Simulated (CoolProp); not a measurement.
A closed Brayton cycle with nitrogen: compressor inlet 330.15 K and 4.7 MPa, high pressure 13.2 MPa, turbine inlet 895 K, compressor efficiency 0.8, turbine efficiency 0.9, recuperator effectiveness 0.8 (on enthalpy, no pinch check). Each further row changes one setting.

The numbers come from the reference Helmholtz-energy equation of state, Span 2000 in CoolProp.

```csv
case,thermal efficiency (%),net work (kJ/kg),compressor to turbine work,compressor exit (K),turbine exit (K)
as stated,[?],71.5,0.68,472.8,702.0
turbine inlet 845 K,[?],58.9,0.72,472.8,661.1
compressor inlet 340.15 K,[?],66.7,[?],486.9,702.0
high pressure 11.2 MPa,26.3,67.2,0.65,447.2,729.8
recuperator effectiveness 0.5,20.4,71.5,0.68,472.8,702.0
```

Problem. Complete the blanks.

Solution. 
- as stated, thermal efficiency (%): 25.9
- turbine inlet 845 K, thermal efficiency (%): 23.2
- compressor inlet 340.15 K, thermal efficiency (%): 24.5
- compressor inlet 340.15 K, compressor to turbine work: 0.70
